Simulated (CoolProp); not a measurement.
Saturation properties of oxygen (Tc = -118.6 °C, pc = 5046 kPa, ω = 0.022).

Computed with CoolProp (reference Helmholtz-energy equation of state, Schmidt 1985).

| T (°C) | p (kPa) | liquid density (kg/m³) | vapour density (kg/m³) | liquid cp (kJ/(kg K)) | liquid viscosity (µPa s) |
|---|---|---|---|---|---|
| -165.25 | 468.8 | 1048 | 18.50 | 1.789 | 127 |
| -160.95 | 630.5 | 1023 | 24.53 | 1.828 | 116 |
| -156.65 | 829.5 | 996.3 | 31.99 | 1.877 | 105 |
| -152.35 | 1070 | 968.6 | 41.16 | 1.940 | 95.7 |
| -148.05 | 1358 | 939.0 | 52.40 | 2.023 | 86.9 |
| -143.75 | 1697 | 907.1 | 66.20 | 2.135 | 78.7 |
| -139.45 | 2093 | 872.3 | 83.29 | 2.293 | 70.9 |
| -135.15 | 2552 | 833.3 | 104.8 | 2.532 | 63.6 |
| -130.85 | 3079 | 788.2 | 132.6 | 2.936 | 56.4 |
| -126.55 | 3682 | 733.0 | 170.7 | 3.758 | 49.1 |
| -122.25 | 4371 | 656.3 | 230.6 | 6.441 | 41.1 |

It boils at -183.0 °C under 1 atm.

Viscosity comes from a separate model (Lemmon 2004).
